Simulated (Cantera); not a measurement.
Charge: 1 mol Fe, a varied amount of CO2, 4.2 mol H2, at 2000 K and 0.00630 bar.

These are equilibrium values from Cantera (NASA tables, ideal gas, pure condensed phases), not measurements of a reactor. Candidate condensed phases: C, C6H6, C7H8, C8H18, Fe, Fe(CO)5, FeO, Fe(OH)2, Fe(OH)3, Fe2O3, Fe3O4, H2O; 114 gas species. Each liquid is taken as pure. Mutual solubility and eutectic melting of coexisting phases are not modelled. The tables' stoichiometric FeO is somewhat more stable than real wüstite, so its field is too wide. FeO: taken at fixed stoichiometry. Kinetics and transport are ignored.

Problem. Which condensed phases are stable at each of these points (n(CO2) (mol)): 0.033, 0.051, 0.079, 0.12, 0.19, 0.29, 0.45, 0.7, 1.1, 1.7, 2.6?

Solution. 
```csv
n(CO2) (mol),condensed phases,Fe condensed (%)
0.033,Fe(l),73.7
0.051,Fe(l),73.6
0.079,Fe(l),73.4
0.12,Fe(l),73.2
0.19,Fe(l),72.7
0.29,Fe(l),72.1
0.45,Fe(l),71.1
0.7,Fe(l),69.5
1.1,Fe(l),66.9
1.7,Fe(l) + FeO(l),63.1
2.6,FeO(l),68.3
```

From 0.033 mol CO2 to 1.1 mol CO2 the condensed part is Fe(l). At 1.7 mol CO2 the condensed part is Fe(l) + FeO(l). At 2.6 mol CO2 the condensed part is FeO(l).
